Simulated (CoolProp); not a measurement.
A closed Brayton cycle with carbon dioxide: compressor inlet 321.15 K and 8.2 MPa, high pressure 22.7 MPa, turbine inlet 900 K, compressor efficiency 0.8, turbine efficiency 0.85, recuperator effectiveness 0.9 (on enthalpy, no pinch check). Each further row changes one setting.

Computed with CoolProp (reference Helmholtz-energy equation of state, Span 1996).

```json
[
 {"case": "as stated", "thermal efficiency (%)": "32.7", "net work (kJ/kg)": "85.5", "compressor to turbine work": "0.38", "compressor exit (K)": "405.2", "turbine exit (K)": "778.7"},
 {"case": "turbine inlet 850 K", "thermal efficiency (%)": "31.1", "net work (kJ/kg)": "77.0", "compressor to turbine work": "0.41", "compressor exit (K)": "405.2", "turbine exit (K)": "732.9"},
 {"case": "compressor inlet 331.15 K", "thermal efficiency (%)": "31.3", "net work (kJ/kg)": "77.9", "compressor to turbine work": "0.44", "compressor exit (K)": "423.0", "turbine exit (K)": "778.7"},
 {"case": "high pressure 19.3 MPa", "thermal efficiency (%)": "31.6", "net work (kJ/kg)": "74.9", "compressor to turbine work": "0.36", "compressor exit (K)": "391.3", "turbine exit (K)": "797.4"},
 {"case": "recuperator effectiveness 0.5", "thermal efficiency (%)": "19.7", "net work (kJ/kg)": "85.5", "compressor to turbine work": "0.38", "compressor exit (K)": "405.2", "turbine exit (K)": "778.7"}
]
```
